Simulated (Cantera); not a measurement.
A closed system holds: 1 mol FeS2, a varied amount of H2, at 1275 K and 0.150 bar.

Cantera equilibrium calculation (NASA polynomials, part measured and part estimated; ideal gas, pure solids and liquids). Candidate condensed phases: Fe, FeS, FeS2, S; 8 gas species. Metal and sulfide melt together well below either melting point, which pure phases cannot show. Mutual solubility and eutectic melting of coexisting phases are not modelled. FeS: taken at fixed stoichiometry. The numbers say what is thermodynamically allowed, not how fast it happens.

**Question.** Which condensed phases are stable at each of these points (n(H2) (mol)): 35, 50, 72, 100, 150, 210, 300, 430, 610, 870, 1200?

**Answer.** 
```json
[
 {"n(H2) (mol)": "35", "condensed phases": "FeS(s)", "Fe condensed (%)": "100.0"},
 {"n(H2) (mol)": "50", "condensed phases": "FeS(s)", "Fe condensed (%)": "100.0"},
 {"n(H2) (mol)": "72", "condensed phases": "FeS(s)", "Fe condensed (%)": "100.0"},
 {"n(H2) (mol)": "100", "condensed phases": "FeS(s)", "Fe condensed (%)": "100.0"},
 {"n(H2) (mol)": "150", "condensed phases": "FeS(s)", "Fe condensed (%)": "100.0"},
 {"n(H2) (mol)": "210", "condensed phases": "Fe(γ) + FeS(s)", "Fe condensed (%)": "100.0"},
 {"n(H2) (mol)": "300", "condensed phases": "Fe(γ) + FeS(s)", "Fe condensed (%)": "100.0"},
 {"n(H2) (mol)": "430", "condensed phases": "Fe(γ)", "Fe condensed (%)": "100.0"},
 {"n(H2) (mol)": "610", "condensed phases": "Fe(γ)", "Fe condensed (%)": "100.0"},
 {"n(H2) (mol)": "870", "condensed phases": "Fe(γ)", "Fe condensed (%)": "100.0"},
 {"n(H2) (mol)": "1200", "condensed phases": "Fe(γ)", "Fe condensed (%)": "100.0"}
]
```

From 35 mol H2 to 150 mol H2 the condensed part is FeS(s). From 210 mol H2 to 300 mol H2 the condensed part is Fe(γ) + FeS(s). From 430 mol H2 to 1200 mol H2 the condensed part is Fe(γ).
